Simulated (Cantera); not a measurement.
# Reactions in the system Cl-H-Ti

Standard-state values (1 bar) from the NASA 1993 polynomials, evaluated with Cantera. Values are per mole of reaction as written; species without (g) are pure solids or liquids, kept so even where they would boil at 1 bar.

4 TiCl₃ ⇌ Ti + 3 TiCl₄(g)

```
T (K)  ΔH° (kJ)  ΔS° (J/K)  ΔG° (kJ)  log10 K
-----  --------  ---------  --------  -------
350       593.7      524.6     410.1   -61.20
375       591.9      519.7     397.0   -55.30
400       590.2      515.3     384.1   -50.15
425       588.5      511.2     371.2   -45.63
450       586.8      507.4     358.5   -41.61
475       585.2      503.8     345.9   -38.03
500       583.5      500.4     333.3   -34.82
525       581.9      497.2     320.8   -31.92
```

2 TiCl₄ ⇌ Cl₂(g) + 2 TiCl₃(g)

```json
[
 {"T (K)": "350", "ΔH° (kJ)": "524.1", "ΔS° (J/K)": "334.7", "ΔG° (kJ)": "407.0", "log10 K": "-60.74"},
 {"T (K)": "375", "ΔH° (kJ)": "521.5", "ΔS° (J/K)": "327.6", "ΔG° (kJ)": "398.7", "log10 K": "-55.53"},
 {"T (K)": "400", "ΔH° (kJ)": "519.0", "ΔS° (J/K)": "321.1", "ΔG° (kJ)": "390.6", "log10 K": "-51.00"},
 {"T (K)": "425", "ΔH° (kJ)": "516.5", "ΔS° (J/K)": "315.1", "ΔG° (kJ)": "382.6", "log10 K": "-47.03"},
 {"T (K)": "450", "ΔH° (kJ)": "514.1", "ΔS° (J/K)": "309.5", "ΔG° (kJ)": "374.8", "log10 K": "-43.51"},
 {"T (K)": "475", "ΔH° (kJ)": "511.7", "ΔS° (J/K)": "304.3", "ΔG° (kJ)": "367.2", "log10 K": "-40.37"},
 {"T (K)": "500", "ΔH° (kJ)": "509.3", "ΔS° (J/K)": "299.5", "ΔG° (kJ)": "359.6", "log10 K": "-37.57"},
 {"T (K)": "525", "ΔH° (kJ)": "507.0", "ΔS° (J/K)": "294.9", "ΔG° (kJ)": "352.2", "log10 K": "-35.04"}
]
```

4 H(g) + TiCl₄ ⇌ 4 HCl(g) + Ti

```
T (K)  ΔH° (kJ)  ΔS° (J/K)  ΔG° (kJ)  log10 K
-----  --------  ---------  --------  -------
350      -441.5       53.2    -460.1    68.67
375      -443.7       47.2    -461.4    64.27
400      -445.8       41.7    -462.5    60.40
425      -448.0       36.5    -463.5    56.96
450      -450.1       31.5    -464.3    53.90
475      -452.3       26.9    -465.1    51.14
500      -454.4       22.5    -465.7    48.65
525      -456.6       18.4    -466.2    46.38
```
